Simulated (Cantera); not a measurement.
# Premixed flame

A freely propagating, adiabatic, planar premixed flame of 44.0 % H₂, 8.80 % O₂, 33.1 % N₂, 14.1 % H₂O, equivalence ratio 2.5, unburnt at 400 K and 0.938 atm; mixture-averaged transport, grid criteria slope 0.08 and curve 0.16, no radiation.

Cantera simulation using the H2/O2 subset of GRI-Mech 3.0, which has no nitrogen chemistry; the numbers are that mechanism's predictions, not measurements. Burning velocities carry a grid error of a few per cent, more on coarse grids.

```csv
z (mm),T (K),u (m/s),x H₂,x O₂,x H₂O,x OH,x HO₂,x H₂O₂
-1.12,400,2.77,0.440,0.0880,0.141,<1e-8,<1e-8,<1e-8
-0.750,400,2.77,0.440,0.0880,0.141,<1e-8,<1e-8,<1e-8
-0.562,400,2.77,0.440,0.0881,0.141,<1e-8,8.12e-8,<1e-8
-0.375,402,2.77,0.439,0.0882,0.141,<1e-8,1.78e-6,1.87e-7
-0.187,453,3.08,0.428,0.0890,0.146,1.54e-5,0.000234,2.29e-5
-0.0937,684,4.53,0.400,0.0825,0.170,0.000390,0.000357,5.52e-5
0,1000,6.49,0.357,0.0635,0.216,0.000501,0.000139,1.43e-5
0.0937,1232,7.93,0.313,0.0366,0.270,0.000864,5.97e-5,1.47e-6
0.187,1364,8.76,0.284,0.0157,0.310,0.00113,2.29e-5,5.89e-7
0.375,1473,9.43,0.268,0.00212,0.337,0.00121,2.84e-6,3.18e-7
0.750,1548,9.87,0.271,0.000136,0.342,0.00113,1.85e-7,2.04e-7
1.50,1612,10.2,0.276,2.90e-5,0.344,0.000913,4.78e-8,1.12e-7
3.00,1659,10.5,0.280,1.18e-5,0.346,0.000636,2.16e-8,5.14e-8
```
x: mole fraction of selected species; z is measured from the peak of heat release.

The laminar burning velocity comes out as 277 cm/s. The thermal thickness comes out as 0.375 mm, the peak x(OH) comes out as 0.00121 and the peak x(HO₂) is 0.000466. The peak x(H₂O₂) is 5.80e-5 and the grid points is 111.
